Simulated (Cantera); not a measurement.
A Cantera script and what it prints.

```python
import numpy as np
import cantera as ct

gas_names = """
    H H2 N NH NH2 NH3 N2 N2H2 N2H4 Si SiH SiH2 SiH3 SiH4 SiN Si2 Si2N Si3
""".split()
cond_names = """
    Si(cr) Si(L) Si3N4(a)
""".split()


def load(file, names, dense=False):
    # The tables refer to 1 bar. Condensed volumes are neglected.
    table = {s.name: s for s in ct.Species.list_from_file(file)}
    out = []
    for n in names:
        d = dict(table[n].input_data)
        d["thermo"] = dict(d["thermo"], **{"reference-pressure": 1e5})
        if dense:
            d["equation-of-state"] = {"model": "constant-volume", "density": "1e6 g/cm^3"}
        out.append(ct.Species.from_dict(d))
    return out


gas = ct.Solution(thermo="ideal-gas", species=load("nasa_gas.yaml", gas_names))
cond = {s.name: ct.Solution(thermo="fixed-stoichiometry", species=[s], name=s.name)
        for s in load("nasa_condensed.yaml", cond_names, dense=True)}
atoms = {
    'Si3N4': {'Si': 3, 'N': 4},
    'Si': {'Si': 1},
    'H2': {'H': 2},
}
top_T = {'Si3N4(a)': 2400}  # K; cautious upper limits of use, not melting points


def equilibrate(T, P, feed):
    n = {}
    for name, mol in feed.items():
        for a, k in atoms[name].items():
            n[a] = n.get(a, 0.0) + k * mol
    gas.TPX = T, P, n
    mass = sum(n.values()) * gas.mean_molecular_weight
    gas.equilibrate("TP")
    valid = [c for c in cond.values() if c.min_temp <= T <= top_T.get(c.name, c.max_temp)]
    mix = ct.Mixture([(gas, mass / gas.mean_molecular_weight)] + [(c, 0.0) for c in valid])
    mix.T, mix.P = T, P
    mix.equilibrate("TP", solver="vcs", rtol=1e-11, max_steps=5000)
    return mix


results = []
feed = {'Si3N4': 1, 'Si': 0.012, 'H2': 0.68}  # mol
P = 170  # Pa
for T in [1648, 1748, 1848, 1948, 2048, 2148, 2248, 2348, 2448, 2548]:
    mix = equilibrate(T, P, feed)
    results.append((T, P, feed, dict(zip(mix.species_names, mix.species_moles))))

top = {s: max(r[3][s] / sum(r[3][g] for g in gas_names) for r in results) for s in gas_names}
cols = sorted((s for s in top if top[s] > 1e-06), key=lambda s: -top[s])[:9]
seen = [c for c in cond_names if any(r[3].get(c, 0) > 1e-12 for r in results)]
print("log10 of partial pressures in bar; condensed amounts in mol")
print(f"{'T/K':>10s}" + "".join(f"{s[:9]:>10s}" for s in cols + seen))
for T, P, feed, n in results:
    ng = sum(n[g] for g in gas_names)
    print(f"{T:10.4g}" + "".join(f"{np.log10(max(n[s] / ng * P / 1e5, 1e-99)):10.3f}" for s in cols)
          + "".join(f"{n.get(c, 0):10.4g}" for c in seen))
```

Result:

```
log10 of partial pressures in bar; condensed amounts in mol
       T/K        N2        H2        Si         H       Si2       SiH      Si2N       SiN       Si3    Si(cr)     Si(L)  Si3N4(a)
      1648    -3.176    -2.987    -6.589    -5.544    -9.066    -7.818    -8.072    -8.317    -9.691    0.6724         0    0.7798
      1748    -2.898    -3.369    -5.837    -5.325    -8.126    -7.397    -7.339    -7.571    -8.737         0     3.009         0
      1848    -2.900    -3.374    -5.203    -4.963    -7.360    -6.891    -6.882    -7.066    -7.995         0     3.001         0
      1948    -2.906    -3.386    -4.634    -4.640    -6.674    -6.441    -6.476    -6.616    -7.332         0     2.972         0
      2048    -2.923    -3.416    -4.122    -4.358    -6.057    -6.046    -6.117    -6.216    -6.736         0     2.876         0
      2148    -2.970    -3.487    -3.658    -4.124    -5.499    -5.710    -5.808    -5.870    -6.198         0     2.574         0
      2248    -3.108    -3.676    -3.236    -3.972    -4.991    -5.467    -5.575    -5.602    -5.709         0      1.43         0
      2348    -3.239    -3.900    -3.076    -3.858    -4.981    -5.497    -5.818    -5.586    -5.943         0         0         0
      2448    -3.248    -4.024    -3.078    -3.713    -5.267    -5.633    -6.282    -5.664    -6.603         0         0         0
      2548    -3.256    -4.193    -3.083    -3.606    -5.538    -5.788    -6.716    -5.738    -7.220         0         0         0
```

Method: chemical equilibrium by Gibbs-energy minimisation in Cantera with the NASA 1993 tables (ideal gas, pure condensed phases). Mutual solubility and eutectic melting of coexisting phases are not modelled. The tables' values for SiN are old estimates; treat these amounts as uncertain. Gases not in the tables: Si2H6 and higher silanes.
